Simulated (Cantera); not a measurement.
Hydrogen reduction and annealing atmospheres: SiO₂ + H₂

Input: 1 mol SiO₂, 300 mol H₂, equilibrated at 0.000270 bar.

Cantera equilibrium calculation (NASA polynomials, part measured and part estimated; ideal gas, pure solids and liquids). Candidate condensed phases: H₂O, Si, SiO₂; 18 gas species. The tables hold silica as quartz up to 1696 K and as liquid above; real silica turns to tridymite and cristobalite and melts near 1996 K. The numbers say what is thermodynamically allowed, not how fast it happens.

From 1173 K to 1473 K the condensed part is SiO₂(β-quartz). From 1523 K to 1823 K nothing is condensed. The main Si-bearing gas is SiO throughout.

```
T (K)  log p H₂  log p H  log p SiO  log p H₂O  log p OH  log p O  log p SiO₂  log p Si  n SiO₂(β-quartz)
-----  --------  -------  ---------  ---------  --------  -------  ----------  --------  ----------------
1173      -3.57    -8.71      -8.81      -8.81      <-15     <-15        <-15      <-15             0.998
1223      -3.57    -8.31      -8.31      -8.31    -15.10     <-15        <-15      <-15             0.995
1273      -3.57    -7.93      -7.86      -7.86    -14.16     <-15      -15.35      <-15             0.984
1323      -3.57    -7.58      -7.43      -7.43    -13.29     <-15      -14.43    -15.16             0.959
1373      -3.57    -7.26      -7.04      -7.04    -12.48     <-15      -13.58    -14.72             0.899
1423      -3.57    -6.96      -6.68      -6.68    -11.73   -15.17      -12.79    -14.32             0.767
1473      -3.57    -6.68      -6.34      -6.34    -11.04   -14.21      -12.05    -13.94             0.492
1523      -3.57    -6.42      -6.05      -6.05    -10.41   -13.33      -11.40    -13.58                 0
1573      -3.57    -6.18      -6.05      -6.05    -10.09   -12.77      -11.35    -13.25                 0
1623      -3.57    -5.95      -6.05      -6.05     -9.80   -12.26      -11.29    -12.94                 0
1673      -3.57    -5.73      -6.05      -6.05     -9.52   -11.77      -11.24    -12.65                 0
1723      -3.58    -5.53      -6.05      -6.05     -9.26   -11.31      -11.20    -12.38                 0
1773      -3.58    -5.34      -6.05      -6.05     -9.02   -10.88      -11.15    -12.12                 0
1823      -3.58    -5.15      -6.05      -6.05     -8.78   -10.47      -11.11    -11.88                 0
```
log p: log10 of the partial pressure in bar; n: condensed amount in mol.
